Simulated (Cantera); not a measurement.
# Hydrocarbon pyrolysis for carbon deposition

A perfectly stirred reactor is fed with CH₄ : N₂ = 1 : 140 (molar parts), at 18.0 Torr; it is held at 1525 K, and followed from long to short residence time.

Model: GRI-Mech 3.0 (53 species, 325 reactions), integrated in Cantera. GRI-Mech 3.0 stops at C3 and has no aromatics, soot or wall deposition, so with more carbon than oxygen in the feed, carbon stays in small species such as C2H2 where larger ones or solid carbon would form. Radical loss at walls, strong at low pressure, is not modelled.

| τ (s) | x CH₄ | x C₂H₂ | x H | x C₂H₄ | x C₂H |
|---|---|---|---|---|---|
| 27 | 0.00168 | 0.00265 | 7.87e-6 | 1.70e-5 | 5.71e-9 |
| 4.7 | 0.00377 | 0.00154 | 4.26e-6 | 7.76e-5 | 2.99e-9 |
| 0.82 | 0.00619 | 0.000282 | 1.04e-6 | 0.000126 | 5.62e-10 |
| 0.14 | 0.00705 | 1.44e-6 | 5.58e-8 | 5.18e-6 | 6.19e-12 |
| 0.025 | 0.00709 | 1.75e-9 | 2.55e-8 | 3.73e-8 | <1e-12 |
| 0.0044 | 0.00709 | 1.64e-12 | 2.34e-8 | 2.00e-10 | <1e-12 |
| 0.00077 | 0.00709 | <1e-12 | 1.82e-8 | <1e-12 | <1e-12 |
| 0.00014 | 0.00709 | <1e-12 | 8.25e-9 | <1e-12 | <1e-12 |
x: mole fraction; the columns are a selection and need not sum to one.
